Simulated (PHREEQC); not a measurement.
Consider water at 5.7 °C with 0.13 mol/kgw MgSO4. Closed to the air; pH follows from the charge balance.

Computed with PHREEQC (Pitzer model, pitzer.dat).

No solid was allowed to form.

Question: Estimate the specific conductance.

Answer: specific conductance 10600 µS/cm.

Complexes and solids missing from the database can't appear. At this temperature some constants are extrapolated from 25 °C, and those without enthalpy data are left unchanged.
